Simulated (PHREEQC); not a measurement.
A solution holds 45 mmol/kgw H2SO4, 17 mmol/kgw NiSO4 and 1.3 mmol/kgw Fe2(SO4)3, at 25 °C. Closed to the air; pH follows from the charge balance.

The numbers come from PHREEQC with the ion-association model, wateq4f.dat.

Problem. The ionic strength comes out as 0.109 mol/kgw. What activity coefficients do FeHSO4+2, HSO4-, FeSO4+, H+, SO4-2 get?

Solution. FeHSO4+2 0.36, HSO4- 0.77, FeSO4+ 0.78, H+ 0.82, SO4-2 0.36.

Precipitation was switched off in this run. Examples of supersaturated solids here: Hematite (slow to form), Goethite (slow to form). Others may be too.
